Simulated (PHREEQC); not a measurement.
**Metal-bearing waste water: an equilibrium model**

Make-up at 25 °C: 0.081 mol FeCl3, 3.5e-05 mol CaCl2 and 0.14 mol HCl per kg of water. Closed to the air; pH follows from the charge balance.

Model: ion-association model, phreeqc.dat, run in PHREEQC.

```yaml
pH: 0.96
ionic_strength: 0.410 mol/kgw
activity_of_water: 0.991
total_alkalinity: -302 meq/kg
```

```tsv
species	molality	activity	log γ
Cl-	0.306	0.203	-0.178
H+	0.141	0.108	-0.113
FeCl+2	0.0474	0.0109	-0.637
Fe+3	0.0185	0.00178	-1.016
FeCl2+	0.0143	0.00994	-0.159
FeOH+2	0.000456	0.000105	-0.637
FeCl3	0.000184	0.000202	0.041
Fe2(OH)2+4	4.53e-5	2.98e-7	-2.182
Ca+2	3.50e-5	9.44e-6	-0.569
Fe(OH)2+	4.53e-7	3.19e-7	-0.153
Fe3(OH)4+5	5.10e-8	1.99e-11	-3.409
```

Precipitation was switched off in this run. Saturation is exceeded, for instance for Hematite (slow to form), Goethite (slow to form); the values hold only as long as no solid forms.
